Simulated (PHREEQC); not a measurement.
A solution holds 0.087 mol CuCl2, 1.2 mol HNO3 and 0.11 mol FeCl3 per kg of water, at 25 °C. Closed to the air; pH follows from the charge balance.

Model: ion-association model, wateq4f.dat, run in PHREEQC.

No solid was allowed to form.

Order these Cl species by the share of Cl that they hold, largest first: FeCl+2, CuCl+, Cl-, FeCl2+, CuCl2.

Cl- (78 %), FeCl+2 (15 %), FeCl2+ (4.2 %), CuCl+ (2.7 %), CuCl2 (0.25 %)

Order these Fe species by the share of Fe that they hold, largest first: FeCl+2, FeCl2+, Fe+3, FeCl3.

FeCl+2 (66 %), Fe+3 (24 %), FeCl2+ (9.7 %), FeCl3 (0.14 %)

The pH is 0.06 and the ionic strength 1.82 mol/kgw. The ionic strength is past about 0.7 mol/kgw, beyond the range of this activity model, so the values are rough. Complexes and solids missing from the database can't appear.
